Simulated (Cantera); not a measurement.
Input (Python, Cantera):

```python
import numpy as np
import cantera as ct

gas = ct.Solution("gri30.yaml")
gas.TPX = 1950, 4400, {'NO': 1, 'N2': 0.83}
reactor = ct.IdealGasConstPressureReactor(gas, energy="off", clone=False)
net = ct.ReactorNet([reactor])
net.rtol, net.atol = 1e-08, 1e-18
show = ['NO', 'N2O', 'O', 'N2', 'O2']
times = np.geomspace(3e-06, 3, 13)

steps = ct.SolutionArray(gas, extra=["t"])
rows = []
print(f"{'t/s':>10s}{'T/K':>9s}{'P/Pa':>11s}" + "".join(f"{s:>11s}" for s in show))
for t in times:
    while net.time < t:
        t_next = net.step()
        steps.append(gas.state, t=t_next)
    rows.append([np.interp(t, steps.t, y) for y in (steps.T, steps.P, *steps(*show).X.T)])
    print(f"{t:10.3e}{rows[-1][0]:9.1f}{rows[-1][1]:11.4g}" + "".join(f"{x:11.3e}" for x in rows[-1][2:]))
rate = np.gradient(steps.T, steps.t)
print("integrator steps:", len(steps.t))
if steps.T.max() > steps.T[0] + 200:
    print(f"time of steepest temperature rise: {steps.t[rate.argmax()]:.4e} s")
gas.TPX = 1950, 4400, {'NO': 1, 'N2': 0.83}
gas.equilibrate("TP")
print(f"equilibrium (TP): T = {gas.T:.1f} K  " + "  ".join(f"{s} {gas[s].X[0]:.3e}" for s in show))
```

Output:

```
       t/s      T/K       P/Pa         NO        N2O          O         N2         O2
 3.000e-06   1950.0       4400  5.464e-01  3.155e-08  3.155e-08  4.536e-01  1.347e-12
 9.487e-06   1950.0       4400  5.464e-01  9.974e-08  9.977e-08  4.536e-01  1.346e-11
 3.000e-05   1950.0       4400  5.464e-01  3.152e-07  3.154e-07  4.536e-01  1.346e-10
 9.487e-05   1950.0       4400  5.464e-01  9.941e-07  9.969e-07  4.536e-01  1.350e-09
 3.000e-04   1950.0       4400  5.464e-01  3.119e-06  3.147e-06  4.536e-01  1.346e-08
 9.487e-04   1950.0       4400  5.464e-01  9.618e-06  9.930e-06  4.536e-01  1.359e-07
 3.000e-03   1950.0       4400  5.464e-01  2.811e-05  3.170e-05  4.536e-01  1.451e-06
 9.487e-03   1950.0       4400  5.462e-01  6.973e-05  1.029e-04  4.536e-01  1.929e-05
 3.000e-02   1950.0       4400  5.455e-01  1.130e-04  2.269e-04  4.538e-01  2.398e-04
 9.487e-02   1950.0       4400  5.433e-01  1.175e-04  2.592e-04  4.549e-01  1.318e-03
 3.000e-01   1950.0       4400  5.362e-01  1.127e-04  2.916e-04  4.585e-01  4.861e-03
 9.487e-01   1950.0       4400  5.127e-01  9.894e-05  3.766e-04  4.702e-01  1.656e-02
 3.000e+00   1950.0       4400  4.356e-01  6.569e-05  5.657e-04  5.087e-01  5.496e-02
integrator steps: 409
equilibrium (TP): T = 1950.0 K  NO 7.237e-03  N2O 8.210e-08  O 1.122e-03  N2 7.227e-01  O2 2.689e-01
```

Detailed kinetics in Cantera: GRI-Mech 3.0 (53 species, 325 reactions). Radical loss at walls, strong at low pressure, is not modelled.
